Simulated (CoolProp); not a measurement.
Vapour-liquid equilibrium of ethanol (1) + o-xylene (2) at 205 kPa; x and y are mole fractions of (1).

Values from CoolProp's multi-fluid Helmholtz-energy mixture model, Schroeder 2014 and Zhou 2012; pair parameters Bell 2016.

| x | bubble temperature, mixture model (°C) | bubble temperature, Raoult's law (°C) | y, mixture model | y, Raoult's law |
|---|---|---|---|---|
| 0.05 | 141.2 | 159.8 | 0.549 | 0.305 |
| 0.2 | 113.4 | 136.8 | 0.816 | 0.677 |
| 0.35 | 107.0 | 123.9 | 0.860 | 0.819 |
| 0.5 | 104.4 | 115.0 | 0.880 | 0.894 |
| 0.65 | 102.5 | 108.4 | 0.898 | 0.940 |
| 0.8 | 100.4 | 103.1 | 0.926 | 0.971 |
| 0.95 | 98.2 | 98.7 | 0.976 | 0.994 |

The largest gap from Raoult's law is -23.4 K in bubble temperature, at x = 0.2. No azeotrope shows between x = 0.05 and 0.95.

The pair parameters rest on a limited set of measurements; away from them the model extrapolates. With so large a gap from Raoult's law the liquid may split in two, which this calculation doesn't test in full.
